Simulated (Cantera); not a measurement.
# Stirred combustor or abatement burner

A perfectly stirred reactor is fed with 8.73 % CH4, 1.48 % C2H6, 18.8 % O2, 70.9 % N2, at 11300 Torr; it is adiabatic with a 350 K inlet, and is followed from long to short residence time, starting on the burning branch (τ in s: 0.036, 0.016, 0.0071, 0.0031, 0.0014, 0.0006, 0.00026, 0.00012, 5.1e-05).

Computed with Cantera and GRI-Mech 3.0 (53 species, 325 reactions). The pressure lies above the range GRI-Mech 3.0 was tuned for (to about 10 atm).

```csv
τ (s),T (K),x CH4,x C2H6,x O2,x CH2O,x C2H2,x C2H4
0.036,2187,5.99e-5,6.62e-8,6.69e-5,1.15e-6,6.45e-6,1.83e-7
0.016,2185,0.000106,1.49e-7,0.000130,2.27e-6,1.39e-5,4.40e-7
0.0071,2184,0.000180,3.36e-7,0.000253,4.40e-6,2.96e-5,1.07e-6
0.0031,2180,0.000299,7.77e-7,0.000496,8.43e-6,6.16e-5,2.68e-6
0.0014,2175,0.000464,1.74e-6,0.000936,1.53e-5,0.000117,6.34e-6
0.00060,2164,0.000718,4.12e-6,0.00182,2.81e-5,0.000211,1.55e-5
0.00026,2143,0.00112,9.99e-6,0.00354,5.08e-5,0.000356,3.78e-5
0.00012,2102,0.00190,2.63e-5,0.00706,9.29e-5,0.000590,9.82e-5
5.1e-5,350,0.0873,0.0148,0.188,<1e-12,<1e-12,<1e-12
```
x: mole fraction; the columns are a selection and need not sum to one.
